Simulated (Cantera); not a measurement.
An isothermal, constant-pressure homogeneous reactor starts with CH₄ : H₂ : O₂ = 0.046 : 1 : 0.01 (molar parts), at 2523 K and 10.00 Torr. Integrator tolerance rtol = 1e-08.

Cantera simulation using GRI-Mech 3.0 (53 species, 325 reactions); the numbers are that mechanism's predictions, not measurements. GRI-Mech 3.0 stops at C3 and has no aromatics, soot or wall deposition, so with more carbon than oxygen in the feed, carbon stays in small species such as C2H2 where larger ones or solid carbon would form. Radical loss at walls, strong at low pressure, is not modelled.

What does this change do: temperature 2523 to 1625 K?


```csv
quantity,before,after
x(CH₄) at 1.00 s,1.27e-6 (gas-phase equilibrium 1.18e-6),0.0231 (gas-phase equilibrium 0.000334)
x(H₂) at 1.00 s,0.768 (gas-phase equilibrium 0.762),0.948 (gas-phase equilibrium 0.970)
x(O₂) at 1.00 s,<1e-12 (gas-phase equilibrium <1e-12),1.26e-12 (gas-phase equilibrium <1e-12)
x(C₂H) at 1.00 s,0.000207 (gas-phase equilibrium 0.000214),1.86e-8 (gas-phase equilibrium 2.76e-8)
x(CO₂) at 1.00 s,1.26e-11 (gas-phase equilibrium 1.18e-11),8.80e-6 (gas-phase equilibrium 5.61e-11)
x(H₂O) at 1.00 s,3.75e-9 (gas-phase equilibrium 3.49e-9),0.0175 (gas-phase equilibrium 9.40e-9)
```

What does this change do: temperature 2523 to 1675 K?


| quantity | before | after |
|---|---|---|
| x(CH₄) at 1.00 s | 1.27e-6 (gas-phase equilibrium 1.18e-6) | 0.0158 (gas-phase equilibrium 0.000214) |
| x(H₂) at 1.00 s | 0.768 (gas-phase equilibrium 0.762) | 0.952 (gas-phase equilibrium 0.969) |
| x(O₂) at 1.00 s | <1e-12 (gas-phase equilibrium <1e-12) | 3.75e-12 (gas-phase equilibrium <1e-12) |
| x(C₂H) at 1.00 s | 0.000207 (gas-phase equilibrium 0.000214) | 5.53e-8 (gas-phase equilibrium 5.88e-8) |
| x(CO₂) at 1.00 s | 1.26e-11 (gas-phase equilibrium 1.18e-11) | 7.09e-6 (gas-phase equilibrium 4.98e-11) |
| x(H₂O) at 1.00 s | 3.75e-9 (gas-phase equilibrium 3.49e-9) | 0.0172 (gas-phase equilibrium 8.90e-9) |

What does this change do: pressure from 10.00 Torr to 23.3 Torr?


```csv
quantity,before,after
x(CH₄) at 1.00 s,1.27e-6 (gas-phase equilibrium 1.18e-6),3.15e-6 (gas-phase equilibrium 3.19e-6)
x(H₂) at 1.00 s,0.768 (gas-phase equilibrium 0.762),0.828 (gas-phase equilibrium 0.828)
x(O₂) at 1.00 s,<1e-12 (gas-phase equilibrium <1e-12),<1e-12 (gas-phase equilibrium <1e-12)
x(C₂H) at 1.00 s,0.000207 (gas-phase equilibrium 0.000214),0.000140 (gas-phase equilibrium 0.000140)
x(CO₂) at 1.00 s,1.26e-11 (gas-phase equilibrium 1.18e-11),2.97e-11 (gas-phase equilibrium 3.01e-11)
x(H₂O) at 1.00 s,3.75e-9 (gas-phase equilibrium 3.49e-9),9.23e-9 (gas-phase equilibrium 9.33e-9)
```
